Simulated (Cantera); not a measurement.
Input (Python, Cantera) and output of one run.

```python
import numpy as np
import cantera as ct

gas_names = """
    B BH BH2 BH3 BO BO2 B2 B2O B2O2 B2O3 B3O3H3 H HBO HBO2 HO2 H2 H2O H2O2 H3B3O6 O OH O2 O3
""".split()
cond_names = """
    B(b) B(L) B2O3(L) B3O3H3(cr) H2O(s) H2O(L)
""".split()


# ... load() reads the species with a 1 bar reference pressure and builds the phases ...
atoms = {
    'B2H6': {'B': 2, 'H': 6},
    'O2': {'O': 2},
    'H2': {'H': 2},
}
top_T = {}  # K; cautious upper limits of use, not melting points


# ... equilibrate(T, P, feed) seeds the gas with the atoms and calls Mixture.equilibrate('TP', solver="vcs", rtol=1e-11, max_steps=5000) ...
results = []
feed = {'B2H6': 1, 'O2': 0.39, 'H2': 0.13}  # mol
T = 1400  # K
for P in [10, 46, 220, 1000, 4600, 22000, 100000]:
    mix = equilibrate(T, P, feed)
    results.append((T, P, feed, dict(zip(mix.species_names, mix.species_moles))))

top = {s: max(r[3][s] / sum(r[3][g] for g in gas_names) for r in results) for s in gas_names}
cols = sorted((s for s in top if top[s] > 1e-05), key=lambda s: -top[s])[:7]
seen = [c for c in cond_names if any(r[3].get(c, 0) > 1e-12 for r in results)]
print("log10 of partial pressures in bar; condensed amounts in mol")
print(f"{'P/Pa':>10s}" + "".join(f"{s[:9]:>10s}" for s in cols + seen))
for T, P, feed, n in results:
    ng = sum(n[g] for g in gas_names)
    print(f"{P:10.4g}" + "".join(f"{np.log10(max(n[s] / ng * P / 1e5, 1e-99)):10.3f}" for s in cols)
          + "".join(f"{n.get(c, 0):10.4g}" for c in seen))
```

It prints:

```
log10 of partial pressures in bar; condensed amounts in mol
      P/Pa        H2       HBO      B2O2      B2O3    B3O3H3        BO      HBO2      B(b)   B2O3(L)
        10    -4.068    -5.140    -5.215    -6.082    -8.721    -6.937    -7.001     1.252         0
        46    -3.375    -4.640    -4.906    -5.619    -7.219    -6.782    -6.346     1.365    0.1246
       220    -2.671    -4.288    -4.906    -5.619    -6.164    -6.782    -5.994     1.442    0.2175
      1000    -2.006    -3.955    -4.906    -5.619    -5.166    -6.782    -5.661     1.464    0.2423
      4600    -1.340    -3.622    -4.906    -5.619    -4.167    -6.782    -5.329     1.469     0.249
   2.2e+04    -0.660    -3.282    -4.906    -5.619    -3.147    -6.782    -4.989     1.467    0.2471
     1e+05    -0.004    -2.954    -4.906    -5.619    -2.162    -6.782    -4.660     1.457    0.2373
```

Method: chemical equilibrium by Gibbs-energy minimisation in Cantera with the NASA 1993 tables (ideal gas, pure condensed phases). The feed counts by its element totals alone. Mutual solubility and eutectic melting of coexisting phases are not modelled.
